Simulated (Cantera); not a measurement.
Feed: 1 mol Ti, 1.3 mol CH4, 4.1 mol O2, equilibrated at 1600 K and 0.000180 bar.

Equilibrium computed with Cantera from the NASA thermochemical tables; the gas is ideal and each condensed phase is pure. Candidate condensed phases: C, C6H6, C7H8, C8H18, H2O, Ti, TiC, TiO, TiO2, Ti2O3, Ti3O5, Ti4O7; 113 gas species. Rates play no part.

Base state: H2O 0.587, CO2 0.294, O2 0.114, OH 0.00317, CO 0.00129, H2 0.000862, O 0.000364, H 0.000119 (mole fractions); condensed: TiO2(rutile).

Task: What changes in the equilibrium state with this change: CH4 from 1.3 to 2.5 mol?

Result: 
```tsv
species	before	after
H2O	0.587	0.387
H2	0.000862	0.278
CO	0.00129	0.227
O2	0.114	4.75e-7
CO2	0.294	0.106
O	0.000364	7.45e-7
OH	0.00317	0.000117
H	0.000119	0.00214
TiO2(rutile), mol	1.000	1.000
```

Task: What changes in the equilibrium state with this change: temperature from 1600 K to 698.15 K?

Result: 
```tsv
species	before	after
H2O	0.587	0.591
CO2	0.294	0.295
O2	0.114	0.114
OH	0.00317	<1e-9
CO	0.00129	<1e-9
H2	0.000862	<1e-9
O	0.000364	<1e-9
H	0.000119	<1e-9
TiO2(rutile), mol	1.000	1.00
```
